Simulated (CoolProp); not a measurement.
Vapour-liquid equilibrium of R113 (1) + acetone (2) at 1.1 bar; x and y are mole fractions of (1).

Values from CoolProp's multi-fluid Helmholtz-energy mixture model, Marx 1992 and Lemmon 2006; pair parameters Bell 2016.

```tsv
x	bubble temperature, mixture model (°C)	bubble temperature, Raoult's law (°C)	y, mixture model	y, Raoult's law
0.05	55.8	58.0	0.126	0.064
0.15	52.1	57.2	0.299	0.188
0.25	[?]	56.3	0.409	0.304
0.35	48.2	55.4	0.488	0.415
0.45	47.3	54.6	0.549	0.519
0.55	46.8	53.7	0.603	0.618
0.65	46.6	52.9	0.657	0.711
0.75	[?]	52.1	0.718	0.800
0.85	47.3	51.3	0.798	0.883
0.95	48.8	50.5	[?]	0.962
```

Task: Complete the blanks.

Result: 
- 0.25, bubble temperature, mixture model (°C): 49.7
- 0.75, bubble temperature, mixture model (°C): 46.7
- 0.95, y, mixture model: 0.915

The largest gap from Raoult's law is -7.3 K in bubble temperature, at x = 0.45. y crosses x between x = 0.65 and 0.75: the model has an azeotrope there.

The pair parameters rest on a limited set of measurements; away from them the model extrapolates.
